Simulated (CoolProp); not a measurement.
Aqueous lithium chloride as a coolant, at -17 °C, 1 atm.

The numbers come from the Melinder's fits for secondary coolants in CoolProp.

| mass % | freezing point (°C) | conductivity (W/(m K)) | density (kg/m³) | cp (kJ/(kg K)) | viscosity (mPa s) |
|---|---|---|---|---|---|
| 13 | -18.4 | 0.512 | 1079 | 3.417 | 5.11 |
| 15.2 | -24.5 | 0.509 | 1093 | 3.286 | 5.54 |
| 17.4 | -32.5 | 0.505 | 1107 | 3.164 | 6.01 |
| 19.7 | -42.5 | 0.502 | 1122 | 3.049 | 6.58 |
| 21.9 | -53.1 | 0.498 | 1136 | 2.961 | 7.24 |
